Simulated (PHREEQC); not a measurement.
A made-up water analysis in mg/kgw, 6.2 °C, pH 8.19, pe 9.4: Na 1340; K 274; Ca 2.71; Mg 253; Cl 2910; S(6) as SO4 123; Alkalinity as HCO3 43.8; Li 0.0638; Zn 103; Cu(2) 4.09; N(5) as NO3 31.8; O(0) (dissolved oxygen) 8.32.

Cl is adjusted to close the charge balance.
Valence states are taken as typed.

The numbers come from PHREEQC with the ion-association model, wateq4f.dat.

Precipitation was switched off in this run.

Question: Order these S species by the share of S that they hold, largest first: ZnSO4, SO4-2, MgSO4, KSO4-, NaSO4-.

Answer: SO4-2 (73 %), MgSO4 (16 %), NaSO4- (7.1 %), ZnSO4 (2.6 %), KSO4- (0.94 %)

The pH is 8.19 and the ionic strength 0.100 mol/kgw. The solution is supersaturated, for example in Atacamite, Malachite, so a real one may precipitate; this is no full list. Species that the database lacks are ignored. Constants without temperature data keep their 25 °C values here. The database's constant for dissolved Cu(OH)2 is higher than later reviews accept.
